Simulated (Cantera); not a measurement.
Input: 1 mol Si, 5 mol NF3, 2 mol H2, 4.2 mol Cl2, at 52.0 mbar.

Equilibrium computed with Cantera from the NASA thermochemical tables; the gas is ideal and each condensed phase is pure. Candidate condensed phases: NH4Cl, Si, Si3N4; 49 gas species. The numbers say what is thermodynamically allowed, not how fast it happens. All values below are at 1127 °C.

Base state: ClF 0.358, HF 0.249, N2 0.155, F 0.0772, Cl2 0.0662, SiF4 0.0622, Cl 0.0321, F2 0.000108 (mole fractions); condensed: gas only.

**Question.** What changes in the equilibrium state with this change: H2 from 2 to 1 mol?

**Answer.** 
```
species    before     after
-------  --------  --------
ClF         0.358     0.451
N2          0.155     0.162
F          0.0772     0.133
HF          0.249     0.130
Cl2        0.0662    0.0355
Cl         0.0321    0.0235
SiF4       0.0622    0.0649
F2       0.000108  0.000321
```
